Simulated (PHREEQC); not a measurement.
Make-up at 20 °C: 0.065 mol HF, 0.0062 mol H2SiF6, 0.00043 mol HBF4 and 0.11 mol H2SO4 per kg of water. Closed to the air; pH follows from the charge balance.

All values are PHREEQC results (ion-association model, phreeqc.dat), not measurements.

```
quantity                    before     after
------------------------  --------  --------
pH                            0.93      2.66
ionic strength (mol/kgw)     0.172   0.00327
HF (mol/kgw)                0.0641  0.000761
F- (mol/kgw)              0.000580  0.000269
HF2- (mol/kgw)            0.000136   7.55e-7
```

**Question.** What was changed between the two runs?
(A) HF from 0.065 to 0.013 mol/kgw
(B) diluted 100-fold with water
(C) HBF4 left out
(D) H2SiF6 left out
(E) HBF4 from 0.00043 to 0.000387 mol/kgw

**Answer.** B, diluted 100-fold with water

No solid was allowed to form. SiF6-2 is the database's only silicon fluoride. Real BF4- forms and hydrolyses slowly; the run takes it at equilibrium.
